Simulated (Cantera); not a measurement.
Charge: 1 mol SiH₂Cl₂, 13 mol NH₃, equilibrated at 1148.15 K and 5.50e-5 bar.

Cantera equilibrium calculation (NASA polynomials, part measured and part estimated; ideal gas, pure solids and liquids). Candidate condensed phases: NH₄Cl, Si, Si₃N₄; 28 gas species. The numbers say what is thermodynamically allowed, not how fast it happens.

Base state: H₂ 0.713, N₂ 0.213, HCl 0.0730, SiCl₂ 9.63e-5 (mole fractions); condensed: Si₃N₄(s).

### Question
What changes in the equilibrium state with this change: NH₃ from 13 to 4 mol?

### Answer
```tsv
species	before	after
H₂	0.713	0.644
HCl	0.0730	0.211
N₂	0.213	0.144
SiCl₂	9.63e-5	0.00116
SiCl₄	1.07e-6	0.000120
SiCl₃	3.06e-6	0.000112
Si₃N₄(s), mol	0.332	0.329
```
The tables' values for SiCl₃ are old estimates; treat these amounts as uncertain.

### Question
What changes in the equilibrium state with this change: SiH₂Cl₂ replaced by Si₂Cl₆?

### Answer
```csv
species,before,after
H₂,0.713,0.597
HCl,0.0730,0.214
N₂,0.213,0.187
SiCl₂,9.63e-5,0.00108
SiCl₄,1.07e-6,0.000123
SiCl₃,3.06e-6,0.000109
"Si₃N₄(s), mol",0.332,0.655
```
The feed counts by its element totals alone. The tables' values for SiCl₃ are old estimates; treat these amounts as uncertain.

### Question
What changes in the equilibrium state with this change: temperature from 1148.15 K to 1275 K?

### Answer
```json
[
 {"species": "H₂", "before": "0.713", "after": "0.714"},
 {"species": "N₂", "before": "0.213", "after": "0.214"},
 {"species": "HCl", "before": "0.0730", "after": "0.0703"},
 {"species": "SiCl₂", "before": "9.63e-5", "after": "0.00139"},
 {"species": "H", "before": "8.18e-6", "after": "8.40e-5"},
 {"species": "SiCl₃", "before": "3.06e-6", "after": "1.19e-5"},
 {"species": "Si₃N₄(s), mol", "before": "0.332", "after": "0.321"}
]
```
The tables' values for SiCl₃ are old estimates; treat these amounts as uncertain.
